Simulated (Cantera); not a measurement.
A perfectly stirred reactor is fed with CH4 : CO2 = 1 : 0.7 (molar parts), at 5180 Torr; it is held at 1500 K, and followed from long to short residence time.

Model: GRI-Mech 3.0 (53 species, 325 reactions), integrated in Cantera.

Q: Predict: x(CH4) at τ = 0.970 s; x(CO2) at τ = 0.970 s; x(H) at τ = 0.970 s; x(C2H) at τ = 0.970 s; x(CH4) at τ = 51.0 ms; x(CO2) at τ = 51.0 ms; x(H) at τ = 51.0 ms.

A: 
```
Property                 Value
---------------------  -------
x(CH4) at τ = 0.970 s    0.194
x(CO2) at τ = 0.970 s    0.120
x(H) at τ = 0.970 s    2.63e-6
x(C2H) at τ = 0.970 s  2.01e-9
x(CH4) at τ = 51.0 ms    0.445
x(CO2) at τ = 51.0 ms    0.351
x(H) at τ = 51.0 ms    1.03e-6
```
